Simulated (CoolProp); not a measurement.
Values from CoolProp's reference Helmholtz-energy equation of state, McLinden 2015.

Task: For the fluoroketone C6F12O (FK-5-1-12), give the phase and the density (kg/m³), expansivity (1/kK), fugacity coefficient at 500 K and 57.5 bar; 500 K and 86.3 bar.

Result: 
- 500 K and 57.5 bar: supercritical; density 832, expansivity 6.84, fugacity coefficient 0.502
- 500 K and 86.3 bar: supercritical; density 986, expansivity 3.99, fugacity coefficient 0.425
